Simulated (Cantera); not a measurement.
A perfectly stirred reactor is fed with CH4 : O2 : N2 : H2O = 1 : 3.33 : 12.5 : 1.1 (molar parts), equivalence ratio 0.60, at 13.0 bar; it is adiabatic with a 498 K inlet, and is followed from long to short residence time, starting on the burning branch (τ in s: 0.36, 0.17, 0.084, 0.041, 0.02, 0.0096, 0.0047, 0.0023, 0.0011, 0.00054, 0.00026, 0.00013, 6.1e-05).

Computed with Cantera and GRI-Mech 3.0 (53 species, 325 reactions). The pressure lies above the range GRI-Mech 3.0 was tuned for (to about 10 atm).

x: mole fraction; the columns are a selection and need not sum to one.

```
τ (s)    T (K)     x CH4    x O2   x H2O      x H   x HO2    x C2H4    x NO2
-------  -----  --------  ------  ------  -------  ------  --------  -------
0.36      1737   1.52e-6  0.0741   0.173  1.71e-7       ?  1.77e-10  9.40e-8
0.17      1737   3.10e-6  0.0741   0.173  2.13e-7       ?  7.26e-10  5.33e-8
0.084     1737   5.89e-6  0.0741   0.173  2.94e-7       ?   2.58e-9  3.52e-8
0.041     1736   1.10e-5  0.0742   0.173  4.57e-7       ?   8.68e-9  2.71e-8
0.020     1735   1.98e-5  0.0742   0.173  7.79e-7       ?   2.71e-8  2.47e-8
0.0096    1733   3.56e-5  0.0744   0.173  1.43e-6       ?   8.13e-8  2.60e-8
0.0047    1729   6.31e-5  0.0746   0.172  2.65e-6       ?   2.31e-7  2.95e-8
0.0023    1723  0.000114  0.0750   0.172  5.00e-6       ?   6.67e-7  3.39e-8
0.0011    1711  0.000227  0.0759   0.172  9.57e-6       ?   2.21e-6  3.65e-8
0.00054   1677  0.000561  0.0783   0.170  1.70e-5       ?   1.04e-5  3.35e-8
0.00026    498    0.0558   0.186  0.0613   <1e-12  <1e-12    <1e-12   <1e-12
0.00013    498    0.0558   0.186  0.0613   <1e-12  <1e-12    <1e-12   <1e-12
6.1e-5     498    0.0558   0.186  0.0613   <1e-12  <1e-12    <1e-12   <1e-12
```

Problem. Some entries are withheld; supply them.

Solution. 
- 0.36, x HO2: 1.07e-6
- 0.17, x HO2: 1.19e-6
- 0.084, x HO2: 1.41e-6
- 0.041, x HO2: 1.85e-6
- 0.020, x HO2: 2.66e-6
- 0.0096, x HO2: 4.20e-6
- 0.0047, x HO2: 6.95e-6
- 0.0023, x HO2: 1.21e-5
- 0.0011, x HO2: 2.29e-5
- 0.00054, x HO2: 4.96e-5
